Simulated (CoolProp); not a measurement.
Saturation properties of n-octane (Tc = 568.7 K, pc = 2484 kPa, ω = 0.398).

Model: reference Helmholtz-energy equation of state, Beckmüller 2019, in CoolProp.

```
T (K)  p (kPa)  enthalpy of vaporisation (kJ/kg)  liquid cp (kJ/(kg K))  surface tension (mN/m)  liquid viscosity (µPa s)  vapour viscosity (µPa s)
-----  -------  --------------------------------  ---------------------  ----------------------  ------------------------  ------------------------
443.2    301.2                             268.0                  2.867                    8.27                       144                      8.39
450.6    352.7                             261.8                  2.907                    7.67                       136                      8.55
458      410.6                             255.2                  2.949                    7.08                       129                      8.72
465.3    474.5                             248.5                  2.992                    6.50                       122                      8.91
472.7    546.7                             241.4                  3.037                    5.92                       115                      9.11
480.1    627.0                             233.8                  3.086                    5.35                       108                      9.33
487.4    714.7                             226.0                  3.137                    4.80                       102                      9.57
494.8    812.8                             217.6                  3.193                    4.24                      96.3                      9.85
502.2    920.7                             208.7                  3.256                    3.70                      90.4                      10.2
509.6     1039                             199.1                  3.326                    3.17                      84.8                      10.5
516.9     1167                             188.8                  3.408                    2.67                      79.3                      10.9
```

It boils at 398.8 K under 1 atm.

Viscosity comes from a separate model (Huber 2004). Surface tension comes from a separate correlation (Mulero 2012).
